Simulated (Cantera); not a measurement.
Charge: 1 mol SiCl4, 3.4 mol N2, equilibrated at 875 °C and 1000 Pa.

These are equilibrium values from Cantera (NASA tables, ideal gas, pure condensed phases), not measurements of a reactor. Candidate condensed phases: Si, Si3N4; 13 gas species. The tables' values for SiCl3 are old estimates; treat these amounts as uncertain. Kinetics and transport are ignored.

Q: What is the equilibrium state?

A: 
| Quantity | Value |
|---|---|
| x(N2) | 0.773 |
| x(SiCl4) | 0.227 |
| x(SiCl3) | 5.43e-5 |
| x(Cl) | 4.82e-5 |
| x(Cl2) | 3.23e-6 |
| gas amount | 4.400 mol |
| log10 activity of Si(s) (absent) | -10.95 |
